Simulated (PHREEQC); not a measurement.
Consider water at 50 °C with 0.052 mol LiCl, 0.0019 mol K2SO4 and 0.000102 mol MgCl2 per kg of water. It is in equilibrium with CO2 at log p = 0 (atm). Otherwise closed; pH follows from the charge balance.

Computed with PHREEQC (ion-association model, wateq4f.dat).

This is a speciation only: nothing precipitates in the calculation.

Problem. Predict the pH.

Solution. pH 4.02.

Problem. In which forms is Mg present?

Solution. Mg+2 88 %, MgSO4 12 % of the Mg.

Constants without temperature data keep their 25 °C values here.
